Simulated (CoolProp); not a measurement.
A single-stage vapour-compression cycle with C2F6 (R116): evaporating at 202.15 K (dew point), condensing at 254.15 K (bubble point), superheat 8 K, subcooling 0 K, compressor efficiency 0.8, no pressure losses. Each further row changes one setting.

The numbers come from the reference Helmholtz-energy equation of state, Lemmon 2006 in CoolProp. It is a short technical equation, of lower accuracy than the large ones.

| case | cooling COP | pressure ratio | discharge temperature (K) | refrigerating effect (kJ/kg) | volumetric capacity (kJ/m³) |
|---|---|---|---|---|---|
| as stated | 2.05 | 7.39 | 268.9 | 64.2 | 780 |
| evaporating temperature 207.15 K | 2.43 | 5.81 | 267.6 | 66.8 | 1020 |
| condensing temperature 249.15 K | 2.42 | 6.33 | 263.8 | 70.0 | 851 |
| subcooling 5 K | 2.24 | 7.39 | 268.9 | 70.0 | 851 |
| superheat 18 K | 2.13 | 7.39 | 278.9 | 70.7 | 814 |
| compressor efficiency 0.7 | 1.80 | 7.39 | 274.2 | 64.2 | 780 |
